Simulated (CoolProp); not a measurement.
Vapour-liquid equilibrium of CH2F2 (R32) (1) + R134a (2) at 0.0883 MPa; x and y are mole fractions of (1).

Values from CoolProp's multi-fluid Helmholtz-energy mixture model, Tillner-Roth 1997 and Tillner-Roth 1994; pair parameters Lemmon 2004.

Q: Give the bubble temperature and the first vapour's composition at x = 0.2, 0.5, 0.95. Is there an azeotrope?

A: x = 0.2: -37.3 °C, y = 0.456; x = 0.5: -45.5 °C, y = 0.773; x = 0.95: -53.6 °C, y = 0.985. No azeotrope shows between x = 0.05 and 0.95.

The pair parameters rest on a limited set of measurements; away from them the model extrapolates.
